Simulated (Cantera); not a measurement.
Input: 1 mol Ta, 0.24 mol N2, 2.7 mol N2O, at 0.100 bar.

These are equilibrium values from Cantera (NASA tables, ideal gas, pure condensed phases), not measurements of a reactor. Candidate condensed phases: Ta, Ta2O5; 12 gas species. Kinetics and transport are ignored.

Task: At 1323 K, list the 3 most abundant gas species with their mole fractions, and the condensed phases.

Result: N2 0.967, O2 0.0328, NO 0.000201. Condensed: Ta2O5(s).
